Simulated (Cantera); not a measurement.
Charge: 1 mol N2O, 0.047 mol H2, held at 2950 K and 30000 Pa.

Method: chemical equilibrium by Gibbs-energy minimisation in Cantera with the NASA 1993 tables (ideal gas, pure condensed phases). Candidate condensed phases: H2O; 24 gas species. Kinetics and transport are ignored.

Base state: N2 0.599, O2 0.231, O 0.0834, NO 0.0410, OH 0.0222, H2O 0.0114, H 0.00998, H2 0.00164 (mole fractions); condensed: gas only.

Problem. What changes in the equilibrium state with this change: 0.052 mol CH4 added?

Solution. 
```tsv
species	before	after
N2	0.599	0.569
O2	0.231	0.172
O	0.0834	0.0721
H2O	0.0114	0.0483
CO	0	0.0167
CO2	0	0.0138
H	0.00998	0.0221
OH	0.0222	0.0425
NO	0.0410	0.0346
H2	0.00164	0.00802
HO2	1.04e-5	1.72e-5
```
Further candidate phases: C, C6H6, C7H8, C8H18.
